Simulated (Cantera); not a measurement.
**Thermodynamics of iron carbonyl, mercury and lead vapours, feed Pb + N₂**

Charge: 1 mol Pb, a varied amount of N₂, equilibrated at 1000 °C and 0.000810 bar.

These are equilibrium values from Cantera (NASA tables, ideal gas, pure condensed phases), not measurements of a reactor. Candidate condensed phases: Pb; 4 gas species. The numbers say what is thermodynamically allowed, not how fast it happens.

```
n(N₂) (mol)    x N₂    x Pb    x Pb₂
-----------  ------  ------  -------
0.11         0.0991   0.901  2.69e-5
0.17          0.145   0.855  2.42e-5
0.26          0.206   0.794  2.08e-5
0.4           0.286   0.714  1.69e-5
0.61          0.379   0.621  1.28e-5
0.94          0.485   0.515  8.79e-6
1.5           0.600   0.400  5.29e-6
2.2           0.688   0.312  3.23e-6
3.5           0.778   0.222  1.63e-6
5.3           0.841   0.159  8.34e-7
8.2           0.891   0.109  3.91e-7
13            0.929  0.0714  1.69e-7
```
x: gas mole fraction; nothing condenses.

From 0.11 mol N₂ to 13 mol N₂ nothing is condensed. The main Pb-bearing gas is Pb throughout.
